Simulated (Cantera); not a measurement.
An isothermal, constant-pressure homogeneous reactor starts with H2 : O2 = 0.5 : 1 (molar parts), at 1448 K and 20.0 Torr.

Cantera simulation using GRI-Mech 3.0 (53 species, 325 reactions); the numbers are that mechanism's predictions, not measurements. Radical loss at walls, strong at low pressure, is not modelled. The temperature is held fixed by assumption; the heat of reaction is taken as removed at once.

x: mole fraction; the columns are a selection and need not sum to one.

```json
[
 {"t (s)": "6.00e-6", "x H2": "0.333", "x O2": "0.667", "x H2O": "1.20e-8", "x H2O2": "1.18e-10", "x HO2": "___"},
 {"t (s)": "2.38e-5", "x H2": "0.333", "x O2": "0.667", "x H2O": "5.48e-7", "x H2O2": "1.81e-9", "x HO2": "___"},
 {"t (s)": "9.42e-5", "x H2": "0.333", "x O2": "0.667", "x H2O": "0.000185", "x H2O2": "2.61e-8", "x HO2": "___"},
 {"t (s)": "0.000373", "x H2": "0.0255", "x O2": "0.485", "x H2O": "0.239", "x H2O2": "5.28e-7", "x HO2": "___"},
 {"t (s)": "0.00148", "x H2": "0.0222", "x O2": "0.508", "x H2O": "0.273", "x H2O2": "5.95e-7", "x HO2": "___"},
 {"t (s)": "0.00586", "x H2": "0.00975", "x O2": "0.565", "x H2O": "0.355", "x H2O2": "6.17e-7", "x HO2": "___"},
 {"t (s)": "0.0232", "x H2": "0.000780", "x O2": "0.596", "x H2O": "0.395", "x H2O2": "2.18e-7", "x HO2": "___"},
 {"t (s)": "0.0921", "x H2": "5.65e-5", "x O2": "0.599", "x H2O": "0.399", "x H2O2": "4.86e-8", "x HO2": "___"},
 {"t (s)": "0.365", "x H2": "8.00e-6", "x O2": "0.600", "x H2O": "0.400", "x H2O2": "1.34e-8", "x HO2": "2.17e-7"},
 {"t (s)": "1.45", "x H2": "3.05e-6", "x O2": "0.600", "x H2O": "0.400", "x H2O2": "7.83e-9", "x HO2": "2.32e-7"},
 {"t (s)": "5.73", "x H2": "2.93e-6", "x O2": "0.600", "x H2O": "0.400", "x H2O2": "7.69e-9", "x HO2": "2.35e-7"},
 {"t (s)": "22.7", "x H2": "2.93e-6", "x O2": "0.600", "x H2O": "0.400", "x H2O2": "7.69e-9", "x HO2": "2.35e-7"},
 {"t (s)": "90.0", "x H2": "2.93e-6", "x O2": "0.600", "x H2O": "0.400", "x H2O2": "7.69e-9", "x HO2": "2.35e-7"}
]
```

Task: Complete the blanks.

Result: 
- 6.00e-6, x HO2: 1.18e-7
- 2.38e-5, x HO2: 4.68e-7
- 9.42e-5, x HO2: 1.95e-6
- 0.000373, x HO2: 1.14e-5
- 0.00148, x HO2: 1.27e-5
- 0.00586, x HO2: 1.41e-5
- 0.0232, x HO2: 4.64e-6
- 0.0921, x HO2: 5.89e-7
